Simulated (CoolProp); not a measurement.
The fluid at 298.15 K and 0.633 MPa flows at 0.15 m/s in a round tube of 12.7 mm bore and 15 µm roughness, fully developed (64/Re and Nu = 3.66 if laminar; Colebrook and Gnielinski if turbulent). The same conditions are run with several fluids, on thermodynamics alone (safety and materials aside).

Model: reference Helmholtz-energy equation of state of each fluid (C3F8 (R218): Lemmon 2006; C2F6 (R116): Lemmon 2006; sulfur hexafluoride: Guder 2009), in CoolProp.

```json
[
 {"fluid": "C3F8 (R218)", "Reynolds number": "8790", "Darcy friction factor": "0.0336", "pressure drop (Pa/m)": "1.69", "heat-transfer coefficient (W/(m² K))": "30.6", "mass flow (kg/h)": "3.88"},
 {"fluid": "C2F6 (R116)", "Reynolds number": "5100", "Darcy friction factor": "0.0385", "pressure drop (Pa/m)": "1.29", "heat-transfer coefficient (W/(m² K))": "20.7", "mass flow (kg/h)": "2.59"},
 {"fluid": "sulfur hexafluoride", "Reynolds number": "5000", "Darcy friction factor": "0.0387", "pressure drop (Pa/m)": "1.38", "heat-transfer coefficient (W/(m² K))": "18.5", "mass flow (kg/h)": "2.76"}
]
```

Transport values come from each fluid's own correlations; those of C3F8 (R218), C2F6 (R116) are estimates that may be off by 10 % or more.
